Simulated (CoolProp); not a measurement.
Saturation properties of methane.

Values from CoolProp's reference Helmholtz-energy equation of state, Setzmann 1991.

```csv
T (°C),p (MPa),enthalpy of vaporisation (kJ/kg),liquid cp (kJ/(kg K))
-162.85,0.09040,513.3,3.471
-159.45,0.1194,507.1,3.496
-156.05,0.1551,500.5,3.524
-152.55,0.1997,493.4,[?]
-149.15,0.2517,486.0,[?]
-145.75,0.3132,478.3,3.626
-142.35,0.3853,470.1,3.668
-138.95,0.4689,[?],3.716
-135.55,0.5651,452.1,3.770
-132.15,0.6750,442.2,3.832
-128.75,0.7996,431.6,3.903
-125.35,0.9401,420.3,3.986
-121.95,1.098,408.2,4.084
-118.55,1.273,395.2,4.199
```

What belongs in the gaps?


- -152.55, liquid cp (kJ/(kg K)): 3.555
- -149.15, liquid cp (kJ/(kg K)): 3.589
- -138.95, enthalpy of vaporisation (kJ/kg): 461.3

It boils at -161.5 °C under 1 atm.
